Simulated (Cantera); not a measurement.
What does this Cantera script print?

```python
import numpy as np
import cantera as ct

gas = ct.Solution("gri30.yaml")
gas.TPX = 325, 24000, {'CH4': 1, 'CO': 0.24, 'O2': 3.31, 'N2': 12.5}
inlet = ct.Reservoir(gas, clone=True)
gas.equilibrate("HP")  # start burning
reactor = ct.IdealGasConstPressureReactor(gas, energy="on", clone=False)
exhaust = ct.Reservoir(gas, clone=True)
tau = [0.17, 0.066, 0.025, 0.0094, 0.0035, 0.0013, 0.0005, 0.00019, 7.2e-05, 2.7e-05, 1e-05, 3.9e-06][0]
for a, b in ((inlet, reactor), (reactor, exhaust)):
    ct.MassFlowController(a, b, mdot=lambda t: reactor.mass / tau)
net = ct.ReactorNet([reactor])
show = ['CH4', 'CO', 'O2', 'CH2O', 'N2O', 'CO2', 'NO2']

rows = []
print(f"{'tau/s':>10s}{'T/K':>9s}" + "".join(f"{s:>11s}" for s in show))
for tau in [0.17, 0.066, 0.025, 0.0094, 0.0035, 0.0013, 0.0005, 0.00019, 7.2e-05, 2.7e-05, 1e-05, 3.9e-06]:
    net.initial_time = 0.0
    net.advance(30 * tau)
    before = gas.X
    net.advance(40 * tau)
    drift = np.max(np.abs(gas.X - before) / (gas.X + 1e-9))
    rows.append([gas.T, *gas[show].X, drift])
    print(f"{tau:10.3e}{gas.T:9.1f}" + "".join(f"{x:11.3e}" for x in gas[show].X))
```

It prints:

```
     tau/s      T/K        CH4         CO         O2       CH2O        N2O        CO2        NO2
 1.700e-01   1749.5  1.057e-05  1.373e-03  7.021e-02  1.279e-06  1.553e-07  7.171e-02  7.253e-09
 6.600e-02   1730.9  1.923e-05  2.394e-03  7.048e-02  2.371e-06  1.348e-07  7.058e-02  4.155e-09
 2.500e-02   1700.5  3.650e-05  4.057e-03  7.104e-02  4.428e-06  1.096e-07  6.873e-02  2.489e-09
 9.400e-03   1654.7  7.380e-05  6.567e-03  7.212e-02  8.429e-06  8.742e-08  6.594e-02  1.616e-09
 3.500e-03   1590.0  1.675e-04  1.042e-02  7.417e-02  1.716e-05  6.986e-08  6.164e-02  1.043e-09
 1.300e-03   1501.4  4.732e-04  1.751e-02  7.876e-02  4.105e-05  5.529e-08  5.378e-02  5.771e-10
 5.000e-04    325.0  5.865e-02  1.408e-02  1.941e-01  7.382e-17  1.889e-21  2.635e-15  2.660e-20
 1.900e-04    325.0  5.865e-02  1.408e-02  1.941e-01  2.732e-18  6.990e-23  9.752e-17  9.844e-22
 7.200e-05    325.0  5.865e-02  1.408e-02  1.941e-01  4.224e-21  1.081e-25  1.508e-19  1.522e-24
 2.700e-05    325.0  5.865e-02  1.408e-02  1.941e-01  2.668e-22  6.826e-27  9.525e-21  9.614e-26
 1.000e-05    325.0  5.865e-02  1.408e-02  1.941e-01  1.685e-23  4.312e-28  6.016e-22  6.073e-27
 3.900e-06    325.0  5.865e-02  1.408e-02  1.941e-01  1.065e-24  2.724e-29  3.800e-23  3.836e-28
```

Cantera simulation using GRI-Mech 3.0 (53 species, 325 reactions); the numbers are that mechanism's predictions, not measurements.
